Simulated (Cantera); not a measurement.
A freely propagating, adiabatic, planar premixed flame of 6.44 % CH4, 0.361 % H2, 16.1 % O2, 60.6 % N2, 16.1 % H2O, 0.399 % CO2, equivalence ratio 0.81, unburnt at 500 K and 4.15 atm; mixture-averaged transport, grid criteria slope 0.08 and curve 0.16, no radiation.

Model: GRI-Mech 3.0 (53 species, 325 reactions), integrated in Cantera. Burning velocities carry a grid error of a few per cent, more on coarse grids.

x: mole fraction of selected species; z is measured from the peak of heat release.

| z (mm) | T (K) | u (m/s) | x CH4 | x H2 | x O2 | x CH2 | x HCN | x N2O |
|---|---|---|---|---|---|---|---|---|
| -1.04 | 502 | 0.154 | 0.0643 | 0.00374 | 0.161 | <1e-8 | <1e-8 | <1e-8 |
| -0.694 | 513 | 0.158 | 0.0635 | 0.00388 | 0.160 | <1e-8 | <1e-8 | <1e-8 |
| -0.520 | 545 | 0.167 | 0.0618 | 0.00403 | 0.158 | <1e-8 | <1e-8 | <1e-8 |
| -0.347 | 667 | 0.206 | 0.0552 | 0.00426 | 0.148 | <1e-8 | 1.31e-8 | 2.41e-8 |
| -0.173 | 1046 | 0.324 | 0.0349 | 0.00456 | 0.114 | <1e-8 | 6.42e-8 | 1.27e-7 |
| -0.0867 | 1360 | 0.422 | 0.0174 | 0.00469 | 0.0827 | 9.63e-8 | 1.22e-7 | 2.52e-7 |
| 0 | 1672 | 0.517 | 0.00214 | … | 0.0488 | 5.15e-6 | 1.98e-7 | 4.46e-7 |
| 0.0867 | 1796 | 0.552 | 1.97e-5 | … | 0.0357 | 3.02e-7 | 9.49e-8 | 6.74e-7 |
| 0.173 | 1838 | 0.564 | 1.53e-7 | … | 0.0327 | <1e-8 | 2.83e-8 | 7.55e-7 |
| 0.347 | 1865 | 0.572 | <1e-8 | … | 0.0313 | <1e-8 | <1e-8 | 6.29e-7 |
| 0.694 | 1876 | 0.575 | <1e-8 | … | 0.0309 | <1e-8 | <1e-8 | 3.29e-7 |
| 1.39 | 1878 | 0.575 | <1e-8 | 9.32e-5 | 0.0309 | <1e-8 | <1e-8 | 1.97e-7 |
| 2.77 | 1878 | 0.575 | <1e-8 | 8.91e-5 | 0.0309 | <1e-8 | <1e-8 | 1.84e-7 |

Question: Complete the blanks.

Answer: 
- 0, x H2: 0.00393
- 0.0867, x H2: 0.00199
- 0.173, x H2: 0.00112
- 0.347, x H2: 0.000447
- 0.694, x H2: 0.000151
